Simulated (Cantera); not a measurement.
A perfectly stirred reactor is fed with 4.58 % H₂, 95.4 % O₂, at 1330 Pa; it is held at 1225 K, and followed from long to short residence time.

Model: GRI-Mech 3.0 (53 species, 325 reactions), integrated in Cantera. Radical loss at walls, strong at low pressure, is not modelled. The temperature is held fixed by assumption; the heat of reaction is taken as removed at once.

Q: Predict: x(H₂) at τ = 3.30 s; x(O₂) at τ = 3.30 s; x(O) at τ = 3.30 s; x(OH) at τ = 3.30 s; x(H₂O) at τ = 3.30 s; x(H₂) at τ = 83.0 ms; x(O₂) at τ = 83.0 ms; x(O) at τ = 83.0 ms; x(OH) at τ = 83.0 ms; x(H₂O) at τ = 83.0 ms.

A: 
- x(H₂) at τ = 3.30 s: 7.59e-5
- x(O₂) at τ = 3.30 s: 0.951
- x(O) at τ = 3.30 s: 0.00161
- x(OH) at τ = 3.30 s: 0.000824
- x(H₂O) at τ = 3.30 s: 0.0463
- x(H₂) at τ = 83.0 ms: 0.000643
- x(O₂) at τ = 83.0 ms: 0.938
- x(O) at τ = 83.0 ms: 0.0135
- x(OH) at τ = 83.0 ms: 0.00248
- x(H₂O) at τ = 83.0 ms: 0.0436
